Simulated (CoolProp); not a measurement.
Saturation properties of C2F6 (R116) (Tc = 293.0 K, pc = 3048 kPa, ω = 0.257).

Model: reference Helmholtz-energy equation of state, Lemmon 2006, in CoolProp. It is a short technical equation, of lower accuracy than the large ones.

| T (K) | p (kPa) | enthalpy of vaporisation (kJ/kg) | surface tension (mN/m) | liquid viscosity (µPa s) | vapour viscosity (µPa s) | liquid conductivity (mW/(m K)) |
|---|---|---|---|---|---|---|
| 188.6 | 70.63 | 119.7 | 11.9 | 478 | 8.83 | 78.7 |
| 195.5 | 103.8 | 116.8 | 11.0 | 419 | 9.14 | 75.9 |
| 202.4 | 147.9 | 113.7 | 10.1 | 370 | 9.45 | 73.2 |
| 209.3 | 205.3 | 110.5 | 9.13 | 328 | 9.76 | 70.4 |
| 216.1 | 277.1 | 107.1 | 8.23 | 293 | 10.1 | 67.7 |
| 223 | 368.0 | 103.5 | 7.34 | 261 | 10.4 | 65.0 |
| 229.9 | 479.7 | 99.52 | 6.46 | 233 | 10.7 | 62.3 |
| 236.7 | 612.8 | 95.34 | 5.62 | 208 | 11.0 | 59.6 |
| 243.6 | 774.2 | 90.70 | 4.78 | 185 | 11.4 | 56.9 |
| 250.5 | 965.1 | 85.60 | 3.97 | 164 | 11.8 | 54.1 |
| 257.3 | 1185 | 79.98 | 3.20 | 145 | 12.3 | 51.2 |
| 264.2 | 1445 | 73.53 | 2.45 | 127 | 13.0 | 48.3 |

It boils at 195.1 K under 1 atm.

Viscosity comes from a separate model (Huber 2003), an estimate that may be off by 10 % or more. Thermal conductivity comes from a separate model (Huber 2003), an estimate that may be off by 10 % or more. Surface tension comes from a separate correlation (Mulero 2012).
